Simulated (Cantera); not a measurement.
Mixture: H2 : O2 : N2 = 1 : 0.862 : 3.24 (molar parts), equivalence ratio 0.58, at 1600000 Pa, adiabatic and at constant pressure. Ignition delay is the time to a rise of 400 K.

Model: GRI-Mech 3.0 (53 species, 325 reactions), integrated in Cantera. The hydrogen kinetics of GRI-Mech 3.0 are dated; newer H2 mechanisms differ, most at raised pressure. The pressure lies above the range GRI-Mech 3.0 was tuned for (to about 10 atm). Where the delays flatten at high temperature, the 400 K rule measures the pace of heat release, not the induction time.

Task: What does this change do: H2 1 to 1.3 parts?

Result: 
| quantity | before | after |
|---|---|---|
| delay at 1048 K | 3.18 ms | 2.79 ms |
| delay at 1248 K | 41.5 µs | 38.4 µs |
| delay at 1448 K | 1.42 µs | 1.36 µs |
| delay at 1648 K | 0.637 µs | 0.602 µs |
| delay at 1848 K | 0.415 µs | 0.383 µs |

Task: What does this change do: H2 1 to 2.8 parts?

Result: 
```
quantity           before     after
---------------  --------  --------
delay at 1048 K   3.18 ms   2.00 ms
delay at 1248 K   41.5 µs   33.0 µs
delay at 1448 K   1.42 µs   1.41 µs
delay at 1648 K  0.637 µs  0.601 µs
delay at 1848 K  0.415 µs  0.371 µs
```
